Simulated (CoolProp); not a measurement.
Vinyl chloride at 385.5 K and 1.43 MPa is throttled through a valve to 0.937 MPa with no heat exchange. Each further row changes one setting.

Model: reference Helmholtz-energy equation of state, Thol 2022, in CoolProp.

```csv
case,temperature change (K),final density (kg/m³)
as stated,-7.3,20.4
outlet pressure 0.281 MPa,-16.9,5.88
outlet pressure 1.22 MPa,-3.1,26.9
```
